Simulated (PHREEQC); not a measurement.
Solution (25 °C): 0.36 mol ZnBr2 per kg of water. Closed to the air; pH follows from the charge balance.

Model: ion-association model, wateq4f.dat, run in PHREEQC.

- pH: 5.08
- ionic strength: 1.05 mol/kgw
- activity of water: 0.982

```
species  molality  activity   log γ
-------  --------  --------  ------
Br-         0.703     0.562  -0.098
Zn+2        0.345    0.0701  -0.692
ZnBr+      0.0130    0.0104  -0.098
ZnBr2     0.00182   0.00232   0.105
H+        1.13e-5   8.38e-6  -0.130
ZnOH+     1.13e-5   9.01e-6  -0.098
Zn(OH)2   9.52e-9   1.21e-8   0.105
OH-       2.04e-9   1.17e-9  -0.240
```

Precipitation was switched off in this run. Ionic strength above about 0.7 mol/kgw puts this run outside the model's range. Species that the database lacks are ignored.
